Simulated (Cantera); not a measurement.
An adiabatic, constant-pressure homogeneous reactor starts with CH4 : C2H6 : O2 : N2 = 1 : 0.12 : 0.968 : 3.64 (molar parts), at 1773 K and 1900000 Pa. Integrator tolerance rtol = 1e-08.

Detailed kinetics in Cantera: GRI-Mech 3.0 (53 species, 325 reactions). The pressure lies above the range GRI-Mech 3.0 was tuned for (to about 10 atm).

### Question
What does this change do: C2H6 0.12 to 0.15 parts?

### Answer
```tsv
quantity	before	after
time of steepest temperature rise	6.38 µs	5.76 µs
temperature at 0.400 s	2556 K	2508 K
equilibrium temperature	2556 K	2508 K
x(CH4) at 0.400 s	2.30e-8 (gas-phase equilibrium 2.58e-8)	3.87e-8 (gas-phase equilibrium 4.34e-8)
x(C2H6) at 0.400 s	<1e-12 (gas-phase equilibrium <1e-12)	<1e-12 (gas-phase equilibrium <1e-12)
x(O2) at 0.400 s	4.26e-7 (gas-phase equilibrium 4.26e-7)	1.93e-7 (gas-phase equilibrium 1.93e-7)
x(C2H4) at 0.400 s	<1e-12 (gas-phase equilibrium <1e-12)	<1e-12 (gas-phase equilibrium <1e-12)
x(CH3) at 0.400 s	6.17e-9 (gas-phase equilibrium 6.92e-9)	8.27e-9 (gas-phase equilibrium 9.28e-9)
```
